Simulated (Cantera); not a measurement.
Feed: 1 mol SiH₄, 19 mol NH₃, 0.23 mol H₂, equilibrated at 1527 °C and 19.5 Torr.

Equilibrium computed with Cantera from the NASA thermochemical tables; the gas is ideal and each condensed phase is pure. Candidate condensed phases: Si, Si₃N₄; 18 gas species. Gases not in the tables: Si₂H₆ and higher silanes. Kinetics and transport are ignored.

Q: What is the equilibrium state?

A: 
| Item | Value |
|---|---|
| x(H₂) | 0.762 |
| x(N₂) | 0.236 |
| x(H) | 0.00194 |
| x(Si) | 0.000122 |
| x(SiH₂) | 2.28e-5 |
| x(SiH) | 1.96e-5 |
| x(Si₂N) | 6.81e-6 |
| x(SiN) | 4.24e-6 |
| n(Si(l)) | 0.993 mol |
| gas amount | 40.27 mol |
